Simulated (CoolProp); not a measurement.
R142b along the isotherm 423.1 K: fugacity coefficient from the reference equation and from simpler models built on Tc = 410.3 K, pc = 4.055 MPa, ω = 0.232; each cubic takes its own stable root.

The numbers come from the reference Helmholtz-energy equation of state, Lemmon 2006 in CoolProp. It is a short technical equation, of lower accuracy than the large ones.

```
p (MPa)          phase   reference  Redlich-Kwong  Soave-Redlich-Kwong  Peng-Robinson
-------  -------------  ----------  -------------  -------------------  -------------
3.38               gas      0.7492         0.7502               0.7539         0.7323
6.76     supercritical      0.5003         0.5089               0.5178         0.4935
10.1     supercritical      0.3807         0.3955               0.4036         0.3792
13.5     supercritical      0.3210         0.3390           (withheld)         0.3211
16.9     supercritical      0.2874         0.3074               0.3144         0.2878
20.3     supercritical      0.2671     (withheld)               0.2957         0.2674
23.7     supercritical      0.2546         0.2780               0.2847         0.2545
27       supercritical      0.2474         0.2723               0.2791         0.2467
30.4     supercritical  (withheld)         0.2701               0.2769         0.2421
33.8     supercritical      0.2422         0.2706               0.2776         0.2401
37.2     supercritical      0.2431     (withheld)               0.2805         0.2400
40.5     supercritical      0.2456         0.2778               0.2851         0.2415
```

**Question.** Some entries are withheld; supply them.

**Answer.** 
- 13.5, Soave-Redlich-Kwong: 0.3464
- 20.3, Redlich-Kwong: 0.2888
- 30.4, reference: 0.2435
- 37.2, Redlich-Kwong: 0.2733
